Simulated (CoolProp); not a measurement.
Aqueous potassium carbonate as a coolant, 39 % by mass, freezing at -35.1 °C, 1 atm.

Model: Melinder's fits for secondary coolants, in CoolProp.

```
T (°C)  cp (kJ/(kg K))  density (kg/m³)  viscosity (mPa s)  Prandtl number
------  --------------  ---------------  -----------------  --------------
-32.9            2.642             1423               34.6               ?
-27.1            2.652             1422               24.5             135
-21.3            2.662             1420               18.0            97.5
-15.5            2.671             1419               13.6            72.6
-9.7                 ?             1417               10.6            55.6
-3.9             2.691             1414               8.43            43.7
1.9              2.702             1412               6.88            35.2
7.7              2.712             1409               5.72            28.9
13.4             2.722             1406               4.86            24.2
19.2                 ?             1403                  ?            20.5
25               2.743             1400               3.64            17.7
30.8                 ?             1397               3.20            15.3
```

### Question
Some entries are withheld; supply them.

### Answer

- -32.9, Prandtl number: 194
- -9.7, cp (kJ/(kg K)): 2.681
- 19.2, cp (kJ/(kg K)): 2.733
- 19.2, viscosity (mPa s): 4.18
- 30.8, cp (kJ/(kg K)): 2.753
